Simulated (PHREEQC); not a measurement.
A column of 0.5 m (30 cells, dispersivity 0.025 m, 60 s a shift, diffusion coefficient 3e-10 m²/s) holds 0.047 eq of the database's cation exchanger X per kg of pore water, first in equilibrium with 0.035 mol Na2SO4 and 1e-05 mol HCl per kg of water. It is flushed with 2.2 mmol/kgw LiCl, 14 mmol/kgw MgCl2 and 0.01 mmol/kgw HCl, at 40 °C. Values are for the last cell. The system is closed to CO2. Nothing may precipitate in this run.

The series has 31 steps of pore volumes, from 0 to 6.017.

Computed with PHREEQC (ion-association model, phreeqc.dat).

Task: After how many pore volumes does Mg at the outlet first reach half of its feed value?

Result: By 2.6 pore volumes.

Task: After how many pore volumes does Li at the outlet first reach half of its feed value?

Result: By 1.8 pore volumes; it later peaks at 0.00419 mol/kgw, above the feed's 0.00220.

Away from 25 °C the constants follow the database's enthalpies or fits; those with neither stay at their 25 °C values.
